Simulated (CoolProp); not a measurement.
Values from CoolProp's reference Helmholtz-energy equation of state, Span 1996.

Q: Give the vapour pressure (bar), liquid density (kg/m³), enthalpy of vaporisation (kJ/kg), vapour Z of saturated carbon dioxide at -28.45, -25.05 °C.

A: 
```json
[
 {"T (°C)": "-28.45", "p (bar)": "15.0", "liquid density (kg/m³)": "1070", "enthalpy of vaporisation (kJ/kg)": "300", "vapour Z": "0.832"},
 {"T (°C)": "-25.05", "p (bar)": "16.8", "liquid density (kg/m³)": "1050", "enthalpy of vaporisation (kJ/kg)": "293", "vapour Z": "0.818"}
]
```
